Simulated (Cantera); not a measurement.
What does this Cantera script print?

```python
import numpy as np
import cantera as ct

gas_names = [...]  # 136 gases of nasa_gas.yaml made of C, H, N, O
cond_names = """
    C(gr) C6H6(L) C7H8(L) C8H18(L),n-octa H2O(s) H2O(L)
""".split()


# ... load() reads the species with a 1 bar reference pressure and builds the phases ...
atoms = {
    'C2H2': {'C': 2, 'H': 2},
    'CO2': {'C': 1, 'O': 2},
    'N2': {'N': 2},
}
top_T = {'C(gr)': 4500}  # K; cautious upper limits of use, not melting points


# ... equilibrate(T, P, feed) seeds the gas with the atoms and calls Mixture.equilibrate('TP', solver="vcs", rtol=1e-11, max_steps=5000) ...
results = []
feed = {'C2H2': 1, 'CO2': 0.47, 'N2': 13}  # mol
P = 160  # Pa
for T in [648, 748, 848, 948, 1048, 1148, 1248, 1348]:
    mix = equilibrate(T, P, feed)
    results.append((T, P, feed, dict(zip(mix.species_names, mix.species_moles))))

top = {s: max(r[3][s] / sum(r[3][g] for g in gas_names) for r in results) for s in gas_names}
cols = sorted((s for s in top if top[s] > 1e-05), key=lambda s: -top[s])[:9]
seen = [c for c in cond_names if any(r[3].get(c, 0) > 1e-12 for r in results)]
print("log10 of partial pressures in bar; condensed amounts in mol")
print(f"{'T/K':>10s}" + "".join(f"{s[:9]:>10s}" for s in cols + seen))
for T, P, feed, n in results:
    ng = sum(n[g] for g in gas_names)
    print(f"{T:10.4g}" + "".join(f"{np.log10(max(n[s] / ng * P / 1e5, 1e-99)):10.3f}" for s in cols)
          + "".join(f"{n.get(c, 0):10.4g}" for c in seen))
```

Output:

```
log10 of partial pressures in bar; condensed amounts in mol
       T/K        N2        H2        CO       CO2       H2O       CH4       HCN         H     C(gr)
       648    -2.845    -3.993    -4.556    -4.470    -5.109    -6.550   -12.500   -16.913     1.906
       748    -2.855    -3.973    -4.044    -5.311    -6.033    -7.425   -11.049   -14.527     1.584
       848    -2.856    -3.971    -3.999    -6.640    -7.102    -8.134    -9.947   -12.706     1.533
       948    -2.856    -3.970    -3.997    -7.751    -7.981    -8.706    -9.080   -11.266      1.53
      1048    -2.856    -3.970    -3.997    -8.648    -8.696    -9.174    -8.380   -10.097      1.53
      1148    -2.856    -3.970    -3.997    -9.385    -9.285    -9.564    -7.803    -9.130      1.53
      1248    -2.856    -3.970    -3.997   -10.000    -9.781    -9.893    -7.319    -8.316      1.53
      1348    -2.856    -3.971    -3.997   -10.520   -10.202   -10.175    -6.908    -7.621     1.529
```

Equilibrium computed with Cantera from the NASA thermochemical tables; the gas is ideal and each condensed phase is pure.
